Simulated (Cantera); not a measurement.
**Ignition delay**

Mixture: 8.02 % CH₄, 19.3 % O₂, 72.7 % N₂, equivalence ratio 0.83, at 5.00 bar, adiabatic and at constant pressure. Ignition delay is the time to a rise of 400 K.

Cantera simulation using GRI-Mech 3.0 (53 species, 325 reactions); the numbers are that mechanism's predictions, not measurements.

```tsv
T0 (K)	delay (ms)
1298	2.72
1348	1.53
1398	0.884
1448	0.523
1498	0.318
1548	0.198
1598	0.126
```

```
Property                                                Result
--------------------------------------------------  ----------
apparent activation energy between 1498 and 1598 K  180 kJ/mol
```
